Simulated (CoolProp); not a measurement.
c-C4F8 (RC318) at several states: Z from the reference equation and from simpler models built on Tc = 115.2 °C, pc = 2778 kPa, ω = 0.355; each cubic takes its own stable root.

Model: reference Helmholtz-energy equation of state, Platzer 1990, in CoolProp. This equation is an older, rougher fit; its heat capacities, sound speeds and derivatives of the liquid may be far off and weren't checked against measurements.

| T (°C) | p (kPa) | phase | reference | van der Waals | Redlich-Kwong | Soave-Redlich-Kwong |
|---|---|---|---|---|---|---|
| 8.75 | 758 | liquid | 0.04134 | 0.06731 | 0.04655 | 0.04390 |
| -6.05 | 10800 | liquid | 0.5869 | 0.8940 | 0.6337 | 0.6122 |
| 101.95 | 266 | gas | 0.9634 | 0.9682 | 0.9630 | 0.9622 |
| 99.45 | 1250 | gas | 0.7946 | 0.8269 | 0.7996 | 0.7926 |
| 4.45 | 11.8 | gas | 0.9957 | 0.9972 | 0.9963 | 0.9957 |
